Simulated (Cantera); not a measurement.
Source: NASA polynomial tables (part measured, part estimated), evaluated in Cantera. Values are per mole of reaction as written; species without (g) are pure solids or liquids, kept so even where they would boil at 1 bar.

CaO + F2(g) = CaF2 + O(g), with ΔH° = -341.6 kJ and ΔS° = -11.3 J/K at 300 K.

**Question.** How far is the shortcut ΔG° ≈ ΔH°(300 K) − T·ΔS°(300 K) from the full temperature-dependent value at 975, 1075, 1175, 1275, 1375, 1475, 1575, 1675 K?

**Answer.** 
```json
[
 {"T (K)": "975", "shortcut (kJ)": "-330.6", "full (kJ)": "-338.0", "difference (kJ)": "7.4", "difference in log10 K": "-0.40"},
 {"T (K)": "1075", "shortcut (kJ)": "-329.5", "full (kJ)": "-338.8", "difference (kJ)": "9.4", "difference in log10 K": "-0.46"},
 {"T (K)": "1175", "shortcut (kJ)": "-328.3", "full (kJ)": "-339.9", "difference (kJ)": "11.5", "difference in log10 K": "-0.51"},
 {"T (K)": "1275", "shortcut (kJ)": "-327.2", "full (kJ)": "-341.1", "difference (kJ)": "13.9", "difference in log10 K": "-0.57"},
 {"T (K)": "1375", "shortcut (kJ)": "-326.1", "full (kJ)": "-342.5", "difference (kJ)": "16.5", "difference in log10 K": "-0.63"},
 {"T (K)": "1475", "shortcut (kJ)": "-324.9", "full (kJ)": "-344.4", "difference (kJ)": "19.5", "difference in log10 K": "-0.69"},
 {"T (K)": "1575", "shortcut (kJ)": "-323.8", "full (kJ)": "-346.7", "difference (kJ)": "22.9", "difference in log10 K": "-0.76"},
 {"T (K)": "1675", "shortcut (kJ)": "-322.7", "full (kJ)": "-349.4", "difference (kJ)": "26.7", "difference in log10 K": "-0.83"}
]
```
The shortcut ignores the heat-capacity change of the reaction.
